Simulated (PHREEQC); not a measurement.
Make-up at 25 °C: 0.0018 mol/kgw Cu(NO3)2, 9.5e-05 mol/kgw HBF4 and 0.0052 mol/kgw FeCl3. Closed to the air; pH follows from the charge balance.

Model: ion-association model, phreeqc.dat, run in PHREEQC.

This is a speciation only: nothing precipitates in the calculation.

Q: Predict the pH, ionic strength.

A: pH 2.52; ionic strength 0.0305 mol/kgw.

Q: In which forms is Cu present?

A: Cu+2 98 %, CuCl+ 2.2 % of the Cu.

Saturation is exceeded, for instance for Hematite (slow to form), Goethite (slow to form); the values hold only as long as no solid forms. Real BF4- forms and hydrolyses slowly; the run takes it at equilibrium. Fluoro complexes past AlF4- and FeF3 are missing from the database.
